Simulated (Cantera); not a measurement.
An adiabatic, constant-volume homogeneous reactor starts with CH4 : O2 : N2 : H2O = 1 : 0.909 : 4.55 : 0.36 (molar parts), at 1775 K and 1.60 bar. Integrator tolerance rtol = 1e-08.

Model: GRI-Mech 3.0 (53 species, 325 reactions), integrated in Cantera.

**Question.** What does this change do: initial temperature 1775 to 1525 K?

**Answer.** 
| quantity | before | after |
|---|---|---|
| time of steepest temperature rise | 0.124 ms | 1.23 ms |
| temperature at 8.00 s | 2695 K | 2514 K |
| equilibrium temperature | 2695 K | 2514 K |
| x(CH4) at 8.00 s | 4.12e-11 (gas-phase equilibrium 4.64e-11) | 9.96e-11 (gas-phase equilibrium 1.12e-10) |
| x(O2) at 8.00 s | 4.99e-5 (gas-phase equilibrium 4.99e-5) | 9.04e-6 (gas-phase equilibrium 9.04e-6) |
| x(H2O) at 8.00 s | 0.130 (gas-phase equilibrium 0.130) | 0.132 (gas-phase equilibrium 0.132) |
| x(H2) at 8.00 s | 0.157 (gas-phase equilibrium 0.157) | 0.161 (gas-phase equilibrium 0.161) |
| x(O) at 8.00 s | 0.000149 (gas-phase equilibrium 0.000149) | 2.68e-5 (gas-phase equilibrium 2.68e-5) |
| x(NO) at 8.00 s | 0.000416 (gas-phase equilibrium 0.000416) | 0.000132 (gas-phase equilibrium 0.000132) |
